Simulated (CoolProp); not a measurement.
Ethylene along the isotherm 300.5 K: density (kg/m³) from the reference equation and from simpler models built on Tc = 282.4 K, pc = 5.042 MPa, ω = 0.087; each cubic takes its own stable root.

Computed with CoolProp (reference Helmholtz-energy equation of state, Smukala 2000).

| p (MPa) | phase | reference |
|---|---|---|
| 0.159 | gas | 1.801 |
| 0.241 | gas | 2.743 |
| 0.363 | gas | 4.160 |
| 0.547 | gas | 6.337 |
| 0.826 | gas | 9.731 |
| 1.25 | gas | 15.13 |
| 1.88 | gas | 23.75 |
| 2.84 | gas | 38.70 |
| 4.28 | gas | 67.55 |
| 6.45 | supercritical | 155.2 |
| 9.73 | supercritical | 316.2 |
| 14.7 | supercritical | 369.1 |
| 22.2 | supercritical | 406.5 |
| 33.4 | supercritical | 439.3 |
| 50.4 | supercritical | 471.4 |

**Question.** How far does each simpler model (ideal gas, Redlich-Kwong) lie from the reference over these 15 states: mean and median of the absolute difference, and the worst?

**Answer.** 
- ideal gas: mean 21.6 %, median 14.6 %, worst -65.4 % at 300.5 K and 9.73 MPa
- Redlich-Kwong: mean 1.9 %, median 0.3 %, worst -10.6 % at 300.5 K and 9.73 MPa
